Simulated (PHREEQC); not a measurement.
Make-up at 20 °C: 1.3 mmol/kgw NaH2PO4. Closed to the air; pH follows from the charge balance.

Computed with PHREEQC (ion-association model, phreeqc.dat).

This is a speciation only: nothing precipitates in the calculation.

Q: What pH, ionic strength does the model give?

A: pH 5.07; ionic strength 0.00132 mol/kgw.

Species that the database lacks are ignored.
